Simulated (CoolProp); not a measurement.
Model: reference Helmholtz-energy equation of state, Beckmüller 2019, in CoolProp.

### Question
For n-octane, give the phase and the viscosity (µPa s), conductivity (mW/(m K)) at 434.5 K and 564 kPa.

### Answer
- 434.5 K and 564 kPa: liquid; viscosity 154, conductivity 88.2

Viscosity comes from a separate model (Huber 2004). Thermal conductivity comes from a separate model (Huber 2005).
